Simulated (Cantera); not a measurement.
**Equilibrium for chlorosilane synthesis and conversion: Si + HCl + H₂**

Charge: 1 mol Si, 0.68 mol HCl, 1.1 mol H₂, held at 1 atm.

These are equilibrium values from Cantera (NASA tables, ideal gas, pure condensed phases), not measurements of a reactor. Candidate condensed phases: Si; 19 gas species. The tables' values for SiCl₃ are old estimates; treat these amounts as uncertain. The numbers say what is thermodynamically allowed, not how fast it happens.

```tsv
T (°C)	x H₂	x HCl	x SiCl₄	x SiCl₂	x SiHCl₃	x SiCl₃	n Si(s)
525	0.880	0.00120	0.0710	1.67e-6	0.0459	3.23e-5	0.810
625	0.878	0.00395	0.0713	2.41e-5	0.0441	0.000188	0.812
725	0.874	0.0102	0.0705	0.000200	0.0420	0.000757	0.815
825	0.865	0.0216	0.0675	0.00110	0.0393	0.00230	0.819
925	0.851	0.0397	0.0612	0.00437	0.0353	0.00550	0.824
1025	0.830	0.0641	0.0501	0.0131	0.0293	0.0105	0.827
1125	0.804	0.0912	0.0348	0.0305	0.0215	0.0158	0.825
1225	0.778	0.115	0.0192	0.0546	0.0133	0.0181	0.818
```
x: gas mole fraction; n: condensed amount in mol.

From 525 °C to 1225 °C the condensed part is Si(s). The main Si-bearing gas is SiCl₄ at 525 °C and SiCl₂ at 1225 °C. The share of Si in condensed phases is highest at 1025 °C (82.7 %) and lowest at 525 °C (81.0 %).
